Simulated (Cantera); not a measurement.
## Adiabatic ignition

An adiabatic, constant-pressure homogeneous reactor starts with 3.04 % CH4, 0.395 % C2H6, 0.821 % C3H8, 19.9 % O2, 75.1 % N2, 0.729 % H2, at 1798 K and 188 Torr.

Cantera simulation using GRI-Mech 3.0 (53 species, 325 reactions); the numbers are that mechanism's predictions, not measurements. GRI-Mech 3.0 was tuned for natural gas; its chemistry of propane as a main component is partial and can be far from experiment.

```tsv
t (s)	T (K)	x CH4	x C2H6	x C3H8	x CO	x HCO	x C2H	x NO
4.00e-6	1788	0.0302	0.00369	0.00732	6.59e-6	1.29e-7	2.75e-11	1.05e-11
1.02e-5	1777	0.0295	0.00316	0.00576	0.000151	2.40e-6	1.99e-9	2.38e-10
2.60e-5	1797	0.0257	0.00164	0.00202	0.00327	4.24e-5	1.39e-7	7.54e-9
6.62e-5	2310	9.36e-6	4.20e-12	<1e-12	0.0496	3.18e-6	2.48e-8	7.51e-6
0.000169	2345	<1e-12	<1e-12	<1e-12	0.0263	8.50e-9	<1e-12	5.64e-5
0.000430	2392	<1e-12	<1e-12	<1e-12	0.0249	7.13e-9	<1e-12	0.000210
0.00110	2478	<1e-12	<1e-12	<1e-12	0.0229	5.27e-9	<1e-12	0.000718
0.00279	2575	<1e-12	<1e-12	<1e-12	0.0201	3.89e-9	<1e-12	0.00243
0.00711	2601	<1e-12	<1e-12	<1e-12	0.0189	3.58e-9	<1e-12	0.00669
0.0181	2596	<1e-12	<1e-12	<1e-12	0.0188	3.49e-9	<1e-12	0.0125
0.0462	2594	<1e-12	<1e-12	<1e-12	0.0187	3.45e-9	<1e-12	0.0151
0.118	2594	<1e-12	<1e-12	<1e-12	0.0187	3.45e-9	<1e-12	0.0152
0.300	2594	<1e-12	<1e-12	<1e-12	0.0187	3.45e-9	<1e-12	0.0152
```
x: mole fraction; the columns are a selection and need not sum to one.

```json
{
 "time_of_steepest_temperature_rise": "55.8 µs",
 "temperature at 0.300 s": "2594 K",
 "equilibrium_temperature": "2594 K",
 "x(CH4) at 0.300 s": "<1e-12 (gas-phase equilibrium <1e-12)",
 "x(C2H6) at 0.300 s": "<1e-12 (gas-phase equilibrium <1e-12)",
 "x(C3H8) at 0.300 s": "<1e-12 (gas-phase equilibrium <1e-12)"
}
```
